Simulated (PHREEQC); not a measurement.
0.013 g of hydrous ferric oxide (600 m²/g; 0.2 weak and 0.005 strong sites per Fe, Dzombak-Morel constants, diffuse double layer) in 1 kg of water with 0.005 mol/kgw of an inert sodium salt and 2.5e-05 mol/kgw MgCl2, at 25 °C; the pH is set by adding NaOH or the inert anion's acid. O2 is buffered at 0.21 atm. CO2 from the air is kept out. Nothing may precipitate in this run.

Base run: PHREEQC, ion-association model, wateq4f.dat. Each further column changes one thing. The table gives surface charge σ (C/m²).

| pH | base | background salt from 0.005 to 0.0005 mol/kgw | oxide from 0.013 to 0.065 g/kgw |
|---|---|---|---|
| 4 | 0.183 | 0.100 | 0.183 |
| 4.75 | 0.110 | 0.051 | 0.110 |
| 5.88 | 0.042 | 0.017 | 0.042 |
| 6.62 | 0.020 | 0.007 | 0.020 |
| 7.38 | 0.007 | 0.003 | 0.007 |
| 8.12 | 0.001 | 0.000 | 0.000 |
| 9.25 | -0.003 | -0.001 | -0.008 |
| 10 | -0.004 | -0.001 | -0.021 |
